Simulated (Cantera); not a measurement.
Equilibrium for roasting and sulfation: MgO + SO2 + CO2

Input: 1 mol MgO, 2.6 mol SO2, 9.1 mol CO2, equilibrated at 0.133 bar.

Method: chemical equilibrium by Gibbs-energy minimisation in Cantera with the NASA 1993 tables (ideal gas, pure condensed phases). Candidate condensed phases: C, Mg, MgCO3, MgO, MgS, MgSO4, S; 26 gas species. Rates play no part.

```json
[
 {"T (K)": "823", "x CO2": "0.778", "x SO2": "0.222", "x CO": "5.76e-6", "x O2": "<1e-12", "x SO": "3.12e-8", "x SO3": "2.76e-8", "x O": "<1e-12", "n MgO(s)": "1.000"},
 {"T (K)": "923", "x CO2": "0.778", "x SO2": "0.222", "x CO": "1.72e-6", "x O2": "1.96e-11", "x SO": "1.27e-8", "x SO3": "1.73e-6", "x O": "<1e-12", "n MgO(s)": "1.00"},
 {"T (K)": "1023", "x CO2": "0.778", "x SO2": "0.222", "x CO": "5.57e-6", "x O2": "2.50e-9", "x SO": "5.30e-8", "x SO3": "5.62e-6", "x O": "<1e-12", "n MgO(s)": "1.00"},
 {"T (K)": "1123", "x CO2": "0.778", "x SO2": "0.222", "x CO": "1.48e-5", "x O2": "1.31e-7", "x SO": "1.73e-7", "x SO3": "1.47e-5", "x O": "4.36e-12", "n MgO(s)": "1.00"},
 {"T (K)": "1223", "x CO2": "0.778", "x SO2": "0.222", "x CO": "3.61e-5", "x O2": "3.07e-6", "x SO": "5.06e-7", "x SO3": "3.04e-5", "x O": "1.94e-10", "n MgO(s)": "1.00"},
 {"T (K)": "1323", "x CO2": "0.778", "x SO2": "0.222", "x CO": "9.78e-5", "x O2": "2.75e-5", "x SO": "1.60e-6", "x SO3": "4.44e-5", "x O": "3.82e-9", "n MgO(s)": "1.00"},
 {"T (K)": "1423", "x CO2": "0.777", "x SO2": "0.222", "x CO": "0.000283", "x O2": "0.000119", "x SO": "5.29e-6", "x SO3": "5.01e-5", "x O": "4.02e-8", "n MgO(s)": "1.00"},
 {"T (K)": "1523", "x CO2": "0.777", "x SO2": "0.222", "x CO": "0.000766", "x O2": "0.000365", "x SO": "1.61e-5", "x SO3": "5.16e-5", "x O": "2.89e-7", "n MgO(s)": "1.00"},
 {"T (K)": "1623", "x CO2": "0.775", "x SO2": "0.222", "x CO": "0.00187", "x O2": "0.000930", "x SO": "4.38e-5", "x SO3": "5.18e-5", "x O": "1.59e-6", "n MgO(s)": "1.00"},
 {"T (K)": "1723", "x CO2": "0.772", "x SO2": "0.222", "x CO": "0.00413", "x O2": "0.00209", "x SO": "0.000107", "x SO3": "5.16e-5", "x O": "7.12e-6", "n MgO(s)": "1.00"},
 {"T (K)": "1823", "x CO2": "0.766", "x SO2": "0.221", "x CO": "0.00837", "x O2": "0.00426", "x SO": "0.000237", "x SO3": "5.12e-5", "x O": "2.70e-5", "n MgO(s)": "1.00"}
]
```
x: gas mole fraction; n: condensed amount in mol.

From 823 K to 1823 K the condensed part is MgO(s).
